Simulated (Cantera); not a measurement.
Premixed flame

A freely propagating, adiabatic, planar premixed flame of H2 : O2 : N2 = 1 : 0.333 : 1.25 (molar parts), unburnt at 600 K and 101000 Pa; unity-Lewis-number transport, grid criteria slope 0.08 and curve 0.16, no radiation.

Model: the H2/O2 subset of GRI-Mech 3.0, which has no nitrogen chemistry, integrated in Cantera. Unity Lewis numbers drop preferential diffusion, which matters most where H2 and H carry the flame. Burning velocities carry a grid error of a few per cent, more on coarse grids.

```json
[
 {"z (mm)": "-1.10", "T (K)": "600", "u (m/s)": "5.61", "x H2": "0.387", "x O2": "0.129", "x H2O2": "<1e-8", "x OH": "<1e-8", "x H": "<1e-8", "x H2O": "<1e-8"},
 {"z (mm)": "-0.731", "T (K)": "600", "u (m/s)": "5.61", "x H2": "0.387", "x O2": "0.129", "x H2O2": "<1e-8", "x OH": "<1e-8", "x H": "<1e-8", "x H2O": "2.87e-7"},
 {"z (mm)": "-0.548", "T (K)": "600", "u (m/s)": "5.61", "x H2": "0.387", "x O2": "0.129", "x H2O2": "<1e-8", "x OH": "<1e-8", "x H": "<1e-8", "x H2O": "2.14e-6"},
 {"z (mm)": "-0.365", "T (K)": "600", "u (m/s)": "5.62", "x H2": "0.387", "x O2": "0.129", "x H2O2": "5.74e-8", "x OH": "<1e-8", "x H": "<1e-8", "x H2O": "5.03e-5"},
 {"z (mm)": "-0.183", "T (K)": "631", "u (m/s)": "5.90", "x H2": "0.384", "x O2": "0.127", "x H2O2": "2.91e-6", "x OH": "1.48e-5", "x H": "7.01e-5", "x H2O": "0.00397"},
 {"z (mm)": "-0.0913", "T (K)": "851", "u (m/s)": "7.84", "x H2": "0.353", "x O2": "0.112", "x H2O2": "5.12e-6", "x OH": "0.000441", "x H": "0.00544", "x H2O": "0.0371"},
 {"z (mm)": "0", "T (K)": "1290", "u (m/s)": "11.6", "x H2": "0.232", "x O2": "0.0589", "x H2O2": "2.41e-6", "x OH": "0.00308", "x H": "0.0531", "x H2O": "0.144"},
 {"z (mm)": "0.0913", "T (K)": "1576", "u (m/s)": "13.9", "x H2": "0.135", "x O2": "0.0169", "x H2O2": "1.69e-6", "x OH": "0.00785", "x H": "0.0929", "x H2O": "0.226"},
 {"z (mm)": "0.183", "T (K)": "1715", "u (m/s)": "14.9", "x H2": "0.121", "x O2": "0.00755", "x H2O2": "1.12e-6", "x OH": "0.0102", "x H": "0.0902", "x H2O": "0.245"},
 {"z (mm)": "0.365", "T (K)": "1865", "u (m/s)": "16.0", "x H2": "0.124", "x O2": "0.00478", "x H2O2": "6.10e-7", "x OH": "0.0115", "x H": "0.0739", "x H2O": "0.254"},
 {"z (mm)": "0.731", "T (K)": "2018", "u (m/s)": "17.1", "x H2": "0.130", "x O2": "0.00320", "x H2O2": "3.14e-7", "x OH": "0.0116", "x H": "0.0560", "x H2O": "0.262"},
 {"z (mm)": "1.46", "T (K)": "2158", "u (m/s)": "18.1", "x H2": "0.135", "x O2": "0.00188", "x H2O2": "1.69e-7", "x OH": "0.0105", "x H": "0.0401", "x H2O": "0.271"},
 {"z (mm)": "2.92", "T (K)": "2274", "u (m/s)": "18.9", "x H2": "0.139", "x O2": "0.000961", "x H2O2": "9.68e-8", "x OH": "0.00842", "x H": "0.0271", "x H2O": "0.279"}
]
```
x: mole fraction of selected species; z is measured from the peak of heat release.

```
Item                         Value
------------------------  --------
laminar burning velocity  561 cm/s
thermal thickness         0.365 mm
peak x(H2O2)               5.43e-6
peak x(OH)                  0.0117
peak x(H)                   0.0943
grid points                    128
```
